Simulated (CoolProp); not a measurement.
C3F8 (R218) along the isotherm -5.35 °C: Z from the reference equation and from simpler models built on Tc = 71.9 °C, pc = 2.640 MPa, ω = 0.317; each cubic takes its own stable root.

Computed with CoolProp (reference Helmholtz-energy equation of state, Lemmon 2006). It is a short technical equation, of lower accuracy than the large ones.

```tsv
p (MPa)	phase	reference	van der Waals	Redlich-Kwong	Soave-Redlich-Kwong	Peng-Robinson
0.264	gas	0.9108	0.9431	0.9263	0.9174	0.9127
0.528	liquid	0.03010	0.8787	0.03416	0.03217	0.02837
0.792	liquid	0.04509	0.8022	0.05101	0.04812	0.04245
1.06	liquid	0.06026	0.09711	0.06798	0.06423	0.05667
1.32	liquid	0.07493	0.1201	0.08431	0.07976	0.07041
1.58	liquid	0.08957	0.1427	0.1005	0.09523	0.08408
1.85	liquid	0.1047	0.1660	0.1172	0.1112	0.09822
2.11	liquid	0.1193	0.1883	0.1332	0.1265	0.1118
2.38	liquid	0.1344	0.2111	0.1497	0.1423	0.1258
2.64	liquid	0.1489	0.2330	0.1655	0.1575	0.1392
2.9	liquid	0.1633	0.2546	0.1812	0.1726	0.1526
3.17	liquid	0.1783	0.2770	0.1974	0.1883	0.1665
3.43	liquid	0.1927	0.2983	0.2129	0.2032	0.1798
3.7	liquid	0.2076	0.3204	0.2289	0.2187	0.1936
3.96	liquid	0.2219	0.3415	0.2443	0.2336	0.2068
```

At some of these states van der Waals gives the other phase, because its saturation line lies elsewhere.
